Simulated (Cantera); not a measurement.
What does this Cantera script print?

```python
import numpy as np
import cantera as ct

gas_names = """
    CL CL2 H HCL H2 N NH NH2 NH3 N2 N2H2 N2H4 Si SiCL SiCL2 SiCL3 SiCL4 SiH SiHCL3 SiH2 SiH2CL2 SiH3
    SiH3CL SiH4 SiN Si2 Si2N Si3
""".split()
cond_names = """
    NH4CL(a) NH4CL(b) Si(cr) Si(L) Si3N4(a)
""".split()


# ... load() reads the species with a 1 bar reference pressure and builds the phases ...
atoms = {
    'SiHCl3': {'Si': 1, 'H': 1, 'CL': 3},
    'NH3': {'N': 1, 'H': 3},
}
top_T = {'Si3N4(a)': 2400}  # K; cautious upper limits of use, not melting points


# ... equilibrate(T, P, feed) seeds the gas with the atoms and calls Mixture.equilibrate('TP', solver="vcs", rtol=1e-11, max_steps=5000) ...
results = []
T = 1650  # K
P = 2300  # Pa
for m in [1.1, 1.6, 2.1, 2.6, 3.2, 3.7, 4.2, 4.7, 5.2, 5.7, 6.3, 6.8, 7.3]:
    feed = {'SiHCl3': 1, 'NH3': m}  # mol
    mix = equilibrate(T, P, feed)
    results.append((T, P, feed, dict(zip(mix.species_names, mix.species_moles))))

top = {s: max(r[3][s] / sum(r[3][g] for g in gas_names) for r in results) for s in gas_names}
cols = sorted((s for s in top if top[s] > 1e-05), key=lambda s: -top[s])[:7]
seen = [c for c in cond_names if any(r[3].get(c, 0) > 1e-12 for r in results)]
print("log10 of partial pressures in bar; condensed amounts in mol")
print(f"{'n(NH3)':>10s}" + "".join(f"{s[:9]:>10s}" for s in cols + seen))
for T, P, feed, n in results:
    ng = sum(n[g] for g in gas_names)
    print(f"{feed['NH3']:10.4g}" + "".join(f"{np.log10(max(n[s] / ng * P / 1e5, 1e-99)):10.3f}" for s in cols)
          + "".join(f"{n.get(c, 0):10.4g}" for c in seen))
```

Output:

```
log10 of partial pressures in bar; condensed amounts in mol
    n(NH3)        H2       HCL     SiCL2        N2     SiCL3     SiCL4    SiHCL3  Si3N4(a)
       1.1    -2.041    -2.243    -2.307    -2.541    -3.513    -4.377    -4.950   0.01661
       1.6    -1.984    -2.262    -2.434    -2.493    -3.687    -4.599    -5.096   0.04473
       2.1    -1.947    -2.286    -2.543    -2.458    -3.839    -4.794    -5.229   0.06794
       2.6    -1.921    -2.312    -2.639    -2.433    -3.974    -4.967    -5.351   0.08752
       3.2    -1.898    -2.344    -2.740    -2.409    -4.118    -5.154    -5.483    0.1074
       3.7    -1.884    -2.369    -2.815    -2.393    -4.226    -5.295    -5.584    0.1216
       4.2    -1.872    -2.394    -2.885    -2.381    -4.325    -5.425    -5.678     0.134
       4.7    -1.863    -2.417    -2.948    -2.370    -4.417    -5.545    -5.765    0.1451
       5.2    -1.855    -2.440    -3.007    -2.361    -4.503    -5.657    -5.847    0.1549
       5.7    -1.848    -2.461    -3.063    -2.353    -4.583    -5.762    -5.924    0.1638
       6.3    -1.841    -2.486    -3.125    -2.344    -4.673    -5.880    -6.010    0.1733
       6.8    -1.836    -2.506    -3.173    -2.338    -4.744    -5.973    -6.078    0.1805
       7.3    -1.832    -2.524    -3.218    -2.333    -4.810    -6.061    -6.143     0.187
```

Method: chemical equilibrium by Gibbs-energy minimisation in Cantera with the NASA 1993 tables (ideal gas, pure condensed phases). The tables' values for SiCl3, SiCl are old estimates; treat these amounts as uncertain.
